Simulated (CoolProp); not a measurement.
A simple Rankine cycle with n-octane: condensing at 316.15 K, boiler at 2.12 MPa, turbine inlet 597.4 K, turbine efficiency 0.9, pump efficiency 0.7, no recuperator. Each further row changes one setting.

The numbers come from the reference Helmholtz-energy equation of state, Beckmüller 2019 in CoolProp.

| case | thermal efficiency (%) | net work (kJ/kg) | heat in (kJ/kg) | turbine exit temperature (K) | volume ratio over the turbine |
|---|---|---|---|---|---|
| as stated | 20.9 | 199 | 949 | ? | 535 |
| turbine inlet 617.4 K | ? | 209 | 1010 | ? | ? |
| condensing temperature 308.15 K | 21.9 | 212 | 967 | 497.1 | ? |
| boiler pressure 1.48 MPa | ? | 194 | 970 | 512.4 | 330 |
| turbine efficiency 0.8 | 18.6 | ? | 949 | 511.2 | 545 |

**Question.** Fill in the missing entries.

**Answer.** 
- as stated, turbine exit temperature (K): 502.3
- turbine inlet 617.4 K, thermal efficiency (%): 20.6
- turbine inlet 617.4 K, turbine exit temperature (K): 523.7
- turbine inlet 617.4 K, volume ratio over the turbine: 504
- condensing temperature 308.15 K, volume ratio over the turbine: 793
- boiler pressure 1.48 MPa, thermal efficiency (%): 20.0
- turbine efficiency 0.8, net work (kJ/kg): 176
